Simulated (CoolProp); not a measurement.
Properties of ammonia at several states (Tc = 405.6 K, pc = 11.36 MPa, ω = 0.256).

The numbers come from the reference Helmholtz-energy equation of state, Gao 2020 in CoolProp.

| T (K) | p (MPa) | phase | Z | cv (kJ/(kg K)) | isothermal compressibility (1/MPa) | conductivity (mW/(m K)) |
|---|---|---|---|---|---|---|
| 561.2 | 16.4 | supercritical | 0.8421 | 2.339 | 0.07181 | 79.8 |
| 667.7 | 0.16 | gas | 0.9993 | 2.280 | 6.255 | 76.2 |
| 634.9 | 0.212 | gas | 0.9988 | 2.222 | 4.723 | 73.0 |
| 500.5 | 0.0459 | gas | 0.9993 | 1.974 | 21.80 | 53.2 |
| 266.8 | 2.52 | liquid | 0.02983 | 2.848 | 0.001001 | 582 |

Thermal conductivity comes from a separate model (Tufeu 1984).
